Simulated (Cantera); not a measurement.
**Ignition delay**

Mixture: 15.1 % CH4, 17.8 % O2, 66.7 % N2, 0.362 % CO2, at 101000 Pa, adiabatic and at constant pressure. Ignition delay is the time to a rise of 400 K.

Computed with Cantera and GRI-Mech 3.0 (53 species, 325 reactions).

```tsv
T0 (K)	delay (ms)
1075	412
1150	127
1225	42.8
1300	15.6
1375	6.06
1450	2.52
1525	1.13
1600	0.548
```

| Item | Value |
|---|---|
| apparent activation energy between 1450 and 1600 K | 200 kJ/mol |
